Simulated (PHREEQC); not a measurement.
Make-up at 25 °C: 0.0052 mol/kgw HF, 0.068 mol/kgw H2SiF6, 0.00036 mol/kgw H3PO4 and 0.00051 mol/kgw HNO3. Closed to the air; pH follows from the charge balance.

Model: ion-association model, phreeqc.dat, run in PHREEQC.

No solid was allowed to form.

Question: What pH does the model give?

Answer: pH 0.97.

Question: In which forms is F present?

Answer: SiF6-2 97 %, HF 2.5 % of the F.

Examples of supersaturated solids here: Quartz (slow to form), Chalcedony (slow to form). Others may be too. SiF6-2 is the database's only silicon fluoride.
